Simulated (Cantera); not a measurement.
Cantera run:

```python
import numpy as np
import cantera as ct

gas_names = """
    B BF BF2 BF3 BH BHF2 BH2 BH3 BN B2 F F2 H HF H2 H2F2 H3F3 H4F4 H5F5 H6F6 H7F7 N NF NF2 NF3 NH NH2
    NH3 N2 N2H2 N2H4
""".split()
cond_names = """
    B(b) B(L) BN(s)
""".split()


# ... load() reads the species with a 1 bar reference pressure and builds the phases ...
atoms = {
    'BF3': {'B': 1, 'F': 3},
    'NH3': {'N': 1, 'H': 3},
    'N2': {'N': 2},
}
top_T = {'BN(s)': 3200}  # K; cautious upper limits of use, not melting points


# ... equilibrate(T, P, feed) seeds the gas with the atoms and calls Mixture.equilibrate('TP', solver="vcs", rtol=1e-11, max_steps=5000) ...
results = []
feed = {'BF3': 1, 'NH3': 0.11, 'N2': 57}  # mol
T = 1725  # K
P = 10000  # Pa
mix = equilibrate(T, P, feed)
results.append((T, P, feed, dict(zip(mix.species_names, mix.species_moles))))
print(gas.report(threshold=0.0001))
for i in range(1, mix.n_phases):
    print(f"{mix.phase(i).name:16s} {mix.phase_moles(i):12.5e} mol")
```

Result:

```
       temperature   1725 K
          pressure   10000 Pa
           density   0.019942 kg/m^3
  mean mol. weight   28.602 kg/kmol
   phase of matter   gas

                          1 kg             1 kmol
                     ---------------   ---------------
          enthalpy        9.8332e+05        2.8125e+07  J
   internal energy        4.8187e+05        1.3782e+07  J
           entropy            9400.2        2.6886e+05  J/K
    Gibbs function       -1.5232e+07       -4.3567e+08  J
 heat capacity c_p            1263.6             36141  J/K
 heat capacity c_v            972.88             27826  J/K

                      mass frac. Y      mole frac. X     chem. pot. / RT
                     ---------------   ---------------   ---------------
                BF        0.00013545        0.00012997           -47.075
               BF2         0.0021173         0.0012408           -85.279
               BF3          0.037307          0.015737           -123.48
                HF         0.0010885         0.0015562           -51.969
                H2        0.00014188         0.0020129            -27.53
                N2           0.95911           0.97924           -28.776
     [  +25 minor]        9.7538e-05        8.1821e-05

B(b)              0.00000e+00 mol
BN(s)             0.00000e+00 mol
```

Equilibrium computed with Cantera from the NASA thermochemical tables; the gas is ideal and each condensed phase is pure. The tables' values for BF2 are old estimates; treat these amounts as uncertain.
